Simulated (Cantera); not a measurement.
Stirred combustor or abatement burner

A perfectly stirred reactor is fed with H2 : O2 : N2 = 1 : 0.877 : 4.4 (molar parts), at 4.40 bar; it is adiabatic with a 325 K inlet, and is followed from long to short residence time, starting on the burning branch (τ in s: 0.22, 0.082, 0.031, 0.012, 0.0043, 0.0016, 0.00061, 0.00023, 8.6e-05, 3.2e-05, 1.2e-05, 4.5e-06).

Cantera simulation using GRI-Mech 3.0 (53 species, 325 reactions); the numbers are that mechanism's predictions, not measurements. The hydrogen kinetics of GRI-Mech 3.0 are dated; newer H2 mechanisms differ, most at raised pressure.

| τ (s) | T (K) | x H2 | x O2 | x HO2 | x NO | x NO2 | x O | x OH |
|---|---|---|---|---|---|---|---|---|
| 0.22 | 1565 | 3.76e-5 | 0.0652 | 1.49e-6 | 1.90e-6 | 2.34e-8 | 7.49e-6 | 0.000224 |
| 0.082 | 1564 | 7.36e-5 | 0.0652 | 2.83e-6 | 2.17e-6 | 3.29e-8 | 1.38e-5 | 0.000299 |
| 0.031 | 1563 | 0.000142 | 0.0652 | 5.37e-6 | 2.45e-6 | 4.14e-8 | 2.58e-5 | 0.000400 |
| 0.012 | 1562 | 0.000271 | 0.0652 | 9.93e-6 | 2.52e-6 | 4.26e-8 | 4.86e-5 | 0.000534 |
| 0.0043 | 1558 | 0.000540 | 0.0653 | 1.88e-5 | 2.32e-6 | 3.47e-8 | 9.75e-5 | 0.000730 |
| 0.0016 | 1553 | 0.00105 | 0.0654 | 3.34e-5 | 2.05e-6 | 2.47e-8 | 0.000191 | 0.000985 |
| 0.00061 | 1543 | 0.00198 | 0.0656 | 5.53e-5 | 2.00e-6 | 1.80e-8 | 0.000364 | 0.00131 |
| 0.00023 | 1524 | 0.00379 | 0.0662 | 8.60e-5 | 2.29e-6 | 1.46e-8 | 0.000672 | 0.00171 |
| 8.6e-5 | 1488 | 0.00748 | 0.0677 | 0.000126 | 2.80e-6 | 1.24e-8 | 0.00115 | 0.00212 |
| 3.2e-5 | 1405 | 0.0175 | 0.0723 | 0.000187 | 2.48e-6 | 8.19e-9 | 0.00153 | 0.00215 |
| 1.2e-5 | 325 | 0.159 | 0.140 | <1e-12 | <1e-12 | <1e-12 | <1e-12 | <1e-12 |
| 4.5e-6 | 325 | 0.159 | 0.140 | <1e-12 | <1e-12 | <1e-12 | <1e-12 | <1e-12 |
x: mole fraction; the columns are a selection and need not sum to one.
